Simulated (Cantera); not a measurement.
Charge: 1 mol V₂O₅, 0.81 mol H₂, 7.8 mol N₂, held at 1200 K and 13.3 mbar.

Cantera equilibrium calculation (NASA polynomials, part measured and part estimated; ideal gas, pure solids and liquids). Candidate condensed phases: H₂O, V, VN, VO, V₂O₃, V₂O₄, V₂O₅; 28 gas species. Condensed phases not in the tables: the oxides between V₂O₃ and V₂O₅ other than VO₂. Equilibrium is a limit: real reactors are often held back by kinetics, nucleation or transport.

Base state: N₂ 0.896, H₂O 0.0930, O₂ 0.0109, NO 4.75e-5 (mole fractions); condensed: V₂O₄(s).

Q: What changes in the equilibrium state with this change: pressure from 13.3 mbar to 0.380 bar?

A: 
| species | before | after |
|---|---|---|
| N₂ | 0.896 | 0.900 |
| H₂O | 0.0930 | 0.0934 |
| O₂ | 0.0109 | 0.00684 |
| NO | 4.75e-5 | 3.77e-5 |
| V₂O₄(s), mol | 1.00 | 0.929 |
| V₂O₅(l), mol | 0 | 0.0711 |
Mutual solubility and eutectic melting of coexisting phases are not modelled. Gases not in the tables: V₄O₁₀.
